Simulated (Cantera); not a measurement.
An adiabatic, constant-volume homogeneous reactor starts with 14.1 % H₂, 18.0 % O₂, 67.9 % N₂, equivalence ratio 0.39, at 1650 K and 1.28 atm.

Detailed kinetics in Cantera: GRI-Mech 3.0 (53 species, 325 reactions).

Task: Predict: time of steepest temperature rise; temperature at 0.200 s; equilibrium temperature; x(H₂) at 0.200 s; x(O₂) at 0.200 s; x(NO₂) at 0.200 s; x(N₂O) at 0.200 s; x(H₂O) at 0.200 s; x(OH) at 0.200 s.

Result: 
```
Quantity                                                             Value
---------------------------------  ---------------------------------------
time of steepest temperature rise                                  7.70 µs
temperature at 0.200 s                                              2621 K
equilibrium temperature                                             2621 K
x(H₂) at 0.200 s                   0.00322 (gas-phase equilibrium 0.00322)
x(O₂) at 0.200 s                       0.102 (gas-phase equilibrium 0.102)
x(NO₂) at 0.200 s                  1.44e-5 (gas-phase equilibrium 1.44e-5)
x(N₂O) at 0.200 s                  1.38e-6 (gas-phase equilibrium 1.38e-6)
x(H₂O) at 0.200 s                      0.137 (gas-phase equilibrium 0.137)
x(OH) at 0.200 s                     0.0172 (gas-phase equilibrium 0.0172)
```
